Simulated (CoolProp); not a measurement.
Vapour-liquid equilibrium of dimethyl ether (1) + n-hexane (2) at 1.94 bar; x and y are mole fractions of (1).

Model: multi-fluid Helmholtz-energy mixture model, Wu 2011 and Thol 2019; pair parameters Bell 2016, in CoolProp.

Question: Give the bubble temperature and the first vapour's composition at x = 0.45, 0.65, 0.75. Is there an azeotrope?

Answer: x = 0.45: 8.4 °C, y = 0.967; x = 0.65: 0.7 °C, y = 0.983; x = 0.75: -2.2 °C, y = 0.989. No azeotrope shows between x = 0.05 and 0.95.

Pair parameters are fitted to limited data, so mixtures are less certain than the pure fluids.
